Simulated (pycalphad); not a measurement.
An equivalent pycalphad script:

```python
from pycalphad import Database, equilibrium, calculate, variables as v
import numpy as np
db = Database('COST507.tdb')
comps = ['AL', 'SN', 'SI', 'VA']
phases = ['BCT_A5', 'DIAMOND_A4', 'FCC_A1', 'LIQUID']
eq = equilibrium(db, comps, phases, {v.X('SN'): 0.0107, v.X('SI'): 0.0112, v.T: np.arange(1850, 499, -40), v.P: 101325, v.N: 1}, output=['HM', 'SM'])
```

Computed with pycalphad from the COST 507 light-alloy database (1999), at 1 atm. These are 1990s assessments: newer ones move some temperatures and phases. Not assessed as a whole: an extrapolation from subsystems, which can miss ternary compounds. Phase fractions are per mole of atoms.

Results at three of the temperatures:

```
T = 1490.00 K, P = 101325 Pa, N = 1 mol of atoms
G = -83661 J/mol, H = 46930 J/mol, S = 87.64 J/(mol K)  (SER reference)
chemical potentials (J/mol): Al -82334, Sn -168731, Si -118214
phase             fraction      x(Al)      x(Sn)      x(Si)
LIQUID              1.0000     0.9781     0.0107     0.0112
```

```
T = 1010.00 K, P = 101325 Pa, N = 1 mol of atoms
G = -44355 J/mol, H = 31733 J/mol, S = 75.33 J/(mol K)  (SER reference)
chemical potentials (J/mol): Al -43598, Sn -96688, Si -60413
phase             fraction      x(Al)      x(Sn)      x(Si)
LIQUID              1.0000     0.9781     0.0107     0.0112
```

```
T = 850.00 K, P = 101325 Pa, N = 1 mol of atoms
G = -33297 J/mol, H = 17055 J/mol, S = 59.24 J/(mol K)  (SER reference)
chemical potentials (J/mol): Al -33032, Sn -61903, Si -29103
phase             fraction      x(Al)      x(Sn)      x(Si)
FCC_A1              0.9050     0.9913     0.0018     0.0069
LIQUID              0.0950     0.8523     0.0957     0.0520
```

Changes of the phase set, refined by bisection:

```csv
T (°C),phases above,phases below
646.7,LIQUID,FCC_A1 + LIQUID
541.9,FCC_A1 + LIQUID,DIAMOND_A4 + FCC_A1 + LIQUID
```

FCC_A1 is fcc; DIAMOND_A4 is diamond (Si).
